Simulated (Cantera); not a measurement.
Feed: 1 mol CuO, 1.9 mol CO, equilibrated at 1552 °C and 14000 Pa.

These are equilibrium values from Cantera (NASA tables, ideal gas, pure condensed phases), not measurements of a reactor. Candidate condensed phases: C, Cu, CuO, Cu₂O; 15 gas species. Rates play no part.

Base state: CO₂ 0.524, CO 0.471, Cu 0.00514, Cu₂ 1.10e-5 (mole fractions); condensed: Cu(l).

Q: What changes in the equilibrium state with this change: pressure from 14000 Pa to 18000 Pa?

A: 
```tsv
species	before	after
CO₂	0.524	0.524
CO	0.471	0.472
Cu	0.00514	0.00400
Cu₂	1.10e-5	8.53e-6
Cu(l), mol	0.990	0.992
```

Q: What changes in the equilibrium state with this change: pressure from 14000 Pa to 65.0 Pa?

A: 
```
species      before     after
----------  -------  --------
CO₂           0.524     0.344
Cu          0.00514     0.344
CO            0.471     0.311
O           3.24e-7   6.96e-5
O₂          6.22e-7  0.000133
CuO         1.95e-7   1.30e-5
Cu₂         1.10e-5  0.000228
Cu(l), mol    0.990         0
```
